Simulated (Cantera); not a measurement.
Input: 1 mol Si, 1.4 mol O₂, 59 mol N₂, 1.5 mol NH₃, at 1550 K and 23000 Pa.

These are equilibrium values from Cantera (NASA tables, ideal gas, pure condensed phases), not measurements of a reactor. Candidate condensed phases: H₂O, Si, SiO₂, Si₂N₂O, Si₃N₄; 35 gas species. The tables hold silica as quartz up to 1696 K and as liquid above; real silica turns to tridymite and cristobalite and melts near 1996 K. Kinetics and transport are ignored.

Base state: N₂ 0.964, H₂ 0.0234, H₂O 0.0129, H 1.00e-5 (mole fractions); condensed: SiO₂(β-quartz).

What changes in the equilibrium state with this change: Si replaced by Fe?


```
species               before    after
-------------------  -------  -------
N₂                     0.964    0.964
H₂O                   0.0129   0.0290
H₂                    0.0234  0.00726
H                    1.00e-5  5.59e-6
SiO₂(β-quartz), mol    1.000        0
FeO(s), mol                0    1.000
```
The tables' stoichiometric FeO is somewhat more stable than real wüstite, so its field is too wide. FeO: taken at fixed stoichiometry. Further candidate phases: Fe, FeO, Fe(OH)₂, Fe(OH)₃, Fe₂O₃, Fe₃O₄.

What changes in the equilibrium state with this change: O₂ from 1.4 to 0.014 mol?


```tsv
species	before	after
N₂	0.964	0.963
H₂	0.0234	0.0367
H	1.00e-5	1.26e-5
H₂O	0.0129	5.56e-9
SiO₂(β-quartz), mol	1.000	0
Si₂N₂O(s), mol	0	0.0279
Si₃N₄(s), mol	0	0.315
```
Mutual solubility and eutectic melting of coexisting phases are not modelled.
